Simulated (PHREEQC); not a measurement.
## Hard or scaling water

Make-up at 25 °C: 1.4 mmol/kgw MgCl2 and 6 mmol/kgw NaHCO3. Closed to the air; pH follows from the charge balance.

All values are PHREEQC results (ion-association model, wateq4f.dat), not measurements.

This is a speciation only: nothing precipitates in the calculation.

Estimate the pH.

pH 8.14.

In which forms is C present?

HCO3- 96 %, CO2 1.4 %, MgHCO3+ 1.0 %, CO3-2 0.8 % of the C.

Saturation is exceeded, for instance for Magnesite (slow to form); the values hold only as long as no solid forms.
